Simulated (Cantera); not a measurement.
Feed: 1 mol SiC, 0.045 mol O2, 170 mol H2, equilibrated at 2.40e-5 bar.

These are equilibrium values from Cantera (NASA tables, ideal gas, pure condensed phases), not measurements of a reactor. Candidate condensed phases: C, C6H6, C7H8, C8H18, H2O, Si, SiC, SiO2; 123 gas species. Rates play no part.

Question: At 1548 K, list the 5 most abundant gas species with their mole fractions, and the condensed phases.

Answer: H2 0.993, H 0.00626, CO 0.000350, SiO 0.000178, Si 0.000169. Condensed: SiC(s).
